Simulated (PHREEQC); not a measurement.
**Brine (model solution)**

Make-up at 25 °C: 4.5 mol NaCl, 0.27 mol MgSO4 and 0.7 mol LiCl per kg of water. Closed to the air; pH follows from the charge balance.

The numbers come from PHREEQC with the Pitzer model, pitzer.dat.

No solid was allowed to form.

What activity of water, osmotic coefficient, density does the model give?

activity of water 0.772; osmotic coefficient 1.313; density 1.187 g/cm³.
